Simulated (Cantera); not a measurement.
Feed: 1 mol HBr, 4.9 mol H2, 34 mol N2, equilibrated at 1 atm.

Method: chemical equilibrium by Gibbs-energy minimisation in Cantera with the NASA 1993 tables (ideal gas, pure condensed phases). Candidate condensed phases: Br2; 12 gas species. Kinetics and transport are ignored. All values below are at 1925 K.

Base state: N2 0.851, H2 0.123, HBr 0.0232, Br 0.00180, H 0.000334 (mole fractions); condensed: gas only.

Q: What changes in the equilibrium state with this change: pressure from 1 atm to 0.825 Torr?

A: 
| species | before | after |
|---|---|---|
| N2 | 0.851 | 0.840 |
| H2 | 0.123 | 0.125 |
| Br | 0.00180 | 0.0173 |
| HBr | 0.0232 | 0.00741 |
| H | 0.000334 | 0.0102 |

Q: What changes in the equilibrium state with this change: H2 from 4.9 to 0.082 mol?

A: 
| species | before | after |
|---|---|---|
| N2 | 0.851 | 0.966 |
| HBr | 0.0232 | 0.0210 |
| Br | 0.00180 | 0.00737 |
| H2 | 0.123 | 0.00600 |
| Br2 | 1.06e-6 | 1.78e-5 |
| H | 0.000334 | 7.35e-5 |
